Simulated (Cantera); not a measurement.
Charge: 1 mol SiC, 0.19 mol CO2, a varied amount of H2, at 2173 K and 1.20 Pa.

Cantera equilibrium calculation (NASA polynomials, part measured and part estimated; ideal gas, pure solids and liquids). Candidate condensed phases: C, C6H6, C7H8, C8H18, H2O, Si, SiC, SiO2; 123 gas species. Equilibrium is a limit: real reactors are often held back by kinetics, nucleation or transport.

log p: log10 of the partial pressure in bar; n: condensed amount in mol.

| n(H2) (mol) | log p H | log p H2 | log p Si | log p CO | n C(graphite) |
|---|---|---|---|---|---|
| 9.4 | -5.09 | -5.55 | -6.17 | -6.55 | 0.624 |
| 12 | -5.08 | -5.53 | -6.27 | -6.65 | 0.617 |
| 15 | -5.08 | -5.52 | -6.36 | -6.74 | 0.609 |
| 19 | -5.07 | -5.52 | -6.45 | -6.84 | 0.598 |
| 24 | -5.07 | -5.51 | -6.55 | -6.94 | 0.584 |
| 30 | -5.07 | -5.51 | -6.65 | -7.03 | 0.568 |
| 38 | -5.07 | -5.50 | -6.74 | -7.13 | 0.546 |
| 48 | -5.07 | -5.50 | -6.84 | -7.23 | 0.518 |
| 61 | -5.06 | -5.50 | -6.95 | -7.33 | 0.482 |
| 77 | -5.06 | -5.49 | -7.05 | -7.43 | [?] |
| 97 | -5.06 | -5.49 | -7.14 | -7.53 | [?] |
| 120 | -5.06 | -5.49 | -7.24 | -7.62 | [?] |
| 150 | -5.06 | -5.49 | -7.33 | -7.72 | [?] |

**Question.** Complete the blanks.

**Answer.** 
- 77, n C(graphite): 0.438
- 97, n C(graphite): 0.383
- 120, n C(graphite): 0.320
- 150, n C(graphite): 0.237
